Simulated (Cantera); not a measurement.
Input (Python, Cantera):

```python
import numpy as np
import cantera as ct

gas = ct.Solution("h2o2.yaml")
gas.TPX = 500, 75000, {'H2': 1, 'O2': 0.192, 'N2': 0.723}
flame = ct.FreeFlame(gas, width=0.049)
flame.set_refine_criteria(ratio=3, slope=0.08, curve=0.16)
flame.transport_model = "mixture-averaged"
flame.solve(loglevel=0, auto=True)
z, T = flame.grid, flame.T
thick = (T[-1] - T[0]) / np.gradient(T, z).max()
show = ['H2', 'O2', 'H2O', 'O', 'H2O2', 'OH']
print(f"laminar burning velocity  {flame.velocity[0] * 100:.3f} cm/s")
print(f"burnt temperature         {T[-1]:.1f} K")
print(f"thermal thickness         {thick * 1e3:.4f} mm")
print(f"grid points               {len(z)}")
z0 = z[flame.heat_release_rate.argmax()]
print(f"{'z/mm':>9s}{'T/K':>9s}{'u/(m/s)':>9s}" + "".join(f"{s:>11s}" for s in show))
rows = []
for k in (-3, -2, -1.5, -1, -0.5, -0.25, 0, 0.25, 0.5, 1, 2, 4, 8):
    zz = z0 + k * thick
    rows.append([k * thick, np.interp(zz, z, T), np.interp(zz, z, flame.velocity),
                 *(np.interp(zz, z, flame.X[gas.species_index(s)]) for s in show)])
    print(f"{rows[-1][0] * 1e3:9.3f}{rows[-1][1]:9.1f}{rows[-1][2]:9.3f}" + "".join(f"{x:11.3e}" for x in rows[-1][3:]))
```

Result:

```
laminar burning velocity  588.057 cm/s
burnt temperature         2025.3 K
thermal thickness         0.6417 mm
grid points               127
     z/mm      T/K  u/(m/s)         H2         O2        H2O          O       H2O2         OH
   -1.925    500.0    5.881  5.222e-01  1.003e-01  7.631e-14  3.854e-16  1.721e-16  6.625e-18
   -1.283    500.0    5.881  5.222e-01  1.003e-01  2.038e-11  2.308e-13  6.691e-14  3.968e-15
   -0.963    500.0    5.881  5.222e-01  1.003e-01  1.384e-09  1.997e-11  6.355e-12  3.441e-13
   -0.642    500.1    5.881  5.222e-01  1.003e-01  1.956e-07  2.988e-09  1.388e-09  7.507e-11
   -0.321    529.6    6.193  5.182e-01  1.002e-01  1.225e-03  1.141e-05  6.456e-06  6.966e-05
   -0.160    758.5    8.662  4.883e-01  9.386e-02  2.070e-02  1.943e-04  1.107e-05  4.403e-04
    0.000   1127.7   12.542  4.061e-01  6.334e-02  8.867e-02  1.695e-03  9.482e-07  1.080e-03
    0.160   1378.6   15.253  3.278e-01  1.798e-02  1.762e-01  1.721e-03  3.836e-07  1.774e-03
    0.321   1485.9   16.387  3.076e-01  3.084e-03  2.059e-01  6.578e-04  1.949e-07  1.672e-03
    0.642   1583.3   17.355  3.105e-01  2.067e-04  2.129e-01  3.394e-04  1.414e-07  1.770e-03
    1.283   1682.2   18.307  3.197e-01  7.809e-05  2.147e-01  2.562e-04  1.009e-07  1.829e-03
    2.567   1780.8   19.235  3.294e-01  4.849e-05  2.166e-01  1.654e-04  5.886e-08  1.702e-03
    5.134   1864.7   20.009  3.377e-01  2.580e-05  2.184e-01  9.004e-05  3.004e-08  1.402e-03
```

Model: the H2/O2 subset of GRI-Mech 3.0, which has no nitrogen chemistry, integrated in Cantera. Burning velocities carry a grid error of a few per cent, more on coarse grids.
